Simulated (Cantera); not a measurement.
Feed: 1 mol Al, 60 mol N2, 820 mol H2, equilibrated at 790 Pa.

Cantera equilibrium calculation (NASA polynomials, part measured and part estimated; ideal gas, pure solids and liquids). Candidate condensed phases: Al, AlN; 13 gas species. Kinetics and transport are ignored.

Q: Which condensed phases are stable at each of these points (T (K)): 600, 800, 1000, 1200, 1400, 1600, 1800, 2000, 2200?

A: 
```json
[
 {"T (K)": "600", "condensed phases": "AlN(s)", "Al condensed (%)": "100.0"},
 {"T (K)": "800", "condensed phases": "AlN(s)", "Al condensed (%)": "100.0"},
 {"T (K)": "1000", "condensed phases": "AlN(s)", "Al condensed (%)": "100.0"},
 {"T (K)": "1200", "condensed phases": "AlN(s)", "Al condensed (%)": "100.0"},
 {"T (K)": "1400", "condensed phases": "AlN(s)", "Al condensed (%)": "100.0"},
 {"T (K)": "1600", "condensed phases": "AlN(s)", "Al condensed (%)": "99.2"},
 {"T (K)": "1800", "condensed phases": "gas only", "Al condensed (%)": "0.0"},
 {"T (K)": "2000", "condensed phases": "gas only", "Al condensed (%)": "0.0"},
 {"T (K)": "2200", "condensed phases": "gas only", "Al condensed (%)": "0.0"}
]
```

From 600 K to 1600 K the condensed part is AlN(s). From 1800 K to 2200 K nothing is condensed.
